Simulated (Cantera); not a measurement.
Charge: 1 mol Fe(CO)₅, 6.3 mol H₂, at 1275 K and 0.133 bar.

Cantera equilibrium calculation (NASA polynomials, part measured and part estimated; ideal gas, pure solids and liquids). Candidate condensed phases: C, C₆H₆, C₇H₈, C₈H₁₈, Fe, Fe(CO)₅, FeO, Fe(OH)₂, Fe(OH)₃, Fe₂O₃, Fe₃O₄, H₂O; 114 gas species. Condensed phases not in the tables: cementite and carbon dissolved in iron. Kinetics and transport are ignored.

Base state: H₂ 0.557, CO 0.442, CH₄ 0.000383, H₂O 0.000383, CO₂ 0.000183 (mole fractions); condensed: C(graphite) + Fe(γ).

### Question
What changes in the equilibrium state with this change: Fe(CO)₅ replaced by Hg?

### Answer
| species | before | after |
|---|---|---|
| H₂ | 0.557 | 0.863 |
| Hg | 0 | 0.137 |
| CO | 0.442 | 0 |
| CH₄ | 0.000383 | 0 |
| H₂O | 0.000383 | 0 |
| CO₂ | 0.000183 | 0 |
| C(graphite), mol | 0.00205 | 0 |
| Fe(γ), mol | 1.00 | 0 |
Further candidate phases: Hg.
